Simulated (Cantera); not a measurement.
Source: NASA polynomial tables (part measured, part estimated), evaluated in Cantera. Values are per mole of reaction as written; species without (g) are pure solids or liquids, kept so even where they would boil at 1 bar.

NO(g) + 4 Ti3O5 ⇌ N(g) + 3 Ti4O7

```
T (K)  ΔH° (kJ)  ΔS° (J/K)  ΔG° (kJ)  log10 K    condensed phases
-----  --------  ---------  --------  -------  ------------------
1975      627.5      266.6     100.9    -2.67  Ti3O5(s), Ti4O7(l)
2000          ?          ?         ?        ?  Ti3O5(s), Ti4O7(l)
2025      630.1      267.9      87.5    -2.26  Ti3O5(s), Ti4O7(l)
2050      631.2      268.5      80.8    -2.06  Ti3O5(s), Ti4O7(l)
2075      -54.6      -66.1      82.5    -2.08  Ti3O5(l), Ti4O7(l)
2100          ?          ?         ?        ?  Ti3O5(l), Ti4O7(l)
```

Q: What belongs in the gaps?

A: 
- 2000, ΔH° (kJ): 628.9
- 2000, ΔS° (J/K): 267.3
- 2000, ΔG° (kJ): 94.2
- 2000, log10 K: -2.46
- 2100, ΔH° (kJ): -54.2
- 2100, ΔS° (J/K): -65.8
- 2100, ΔG° (kJ): 84.1
- 2100, log10 K: -2.09
